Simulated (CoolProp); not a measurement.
Vapour-liquid equilibrium of R143a (1) + n-butane (2) at 44.05 °C; x and y are mole fractions of (1).

Values from CoolProp's multi-fluid Helmholtz-energy mixture model, Lemmon and Jacobsen 2000 and Bücker 2006; pair parameters Bell 2016.

```
x     bubble pressure (bar)  y at the bubble point  dew pressure at overall composition x (bar)  liquid density (mol/L)
----  ---------------------  ---------------------  -------------------------------------------  ----------------------
0.05                  6.316                  0.324                                        4.462                   9.477
0.15                  9.465                  0.553                                        5.003                       ?
0.25                  11.65                  0.645                                        5.685                   9.519
0.35                  13.24                  0.698                                            ?                   9.529
0.45                  14.51                  0.738                                        7.754                       ?
0.55                  15.62                  0.773                                        9.412                   9.551
0.65                      ?                      ?                                        11.79                   9.576
0.75                  17.73                  0.851                                        14.91                       ?
0.85                  18.76                  0.901                                        17.70                   9.717
0.95                  19.72                  0.963                                        19.54                   9.870
```

### Question
Complete the blanks.

### Answer

- 0.15, liquid density (mol/L): 9.502
- 0.35, dew pressure at overall composition x (bar): 6.568
- 0.45, liquid density (mol/L): 9.538
- 0.65, bubble pressure (bar): 16.68
- 0.65, y at the bubble point: 0.810
- 0.75, liquid density (mol/L): 9.625

No azeotrope shows between x = 0.05 and 0.95.

Pair parameters are fitted to limited data, so mixtures are less certain than the pure fluids.
